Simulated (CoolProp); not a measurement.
A simple Rankine cycle with water: condensing at 313.15 K, boiler at 0.595 MPa, turbine inlet 436.6 K, turbine efficiency 0.85, pump efficiency 0.6, no recuperator. Each further row changes one setting.

Values from CoolProp's reference Helmholtz-energy equation of state, Wagner 2002.

```csv
case,thermal efficiency (%),net work (kJ/kg),heat in (kJ/kg),turbine exit temperature (K),volume ratio over the turbine
as stated,21.3,554,2600,313.1,51.4
turbine inlet 456.6 K,21.4,566,2650,313.1,49.5
condensing temperature 305.15 K,22.7,597,2630,305.1,76.8
boiler pressure 0.416 MPa,19.7,516,2610,313.1,36.3
turbine efficiency 0.75,18.8,489,2600,313.1,53.0
```

The expansion ends wet for: as stated; turbine inlet 456.6 K; condensing temperature 305.15 K; boiler pressure 0.416 MPa; turbine efficiency 0.75.
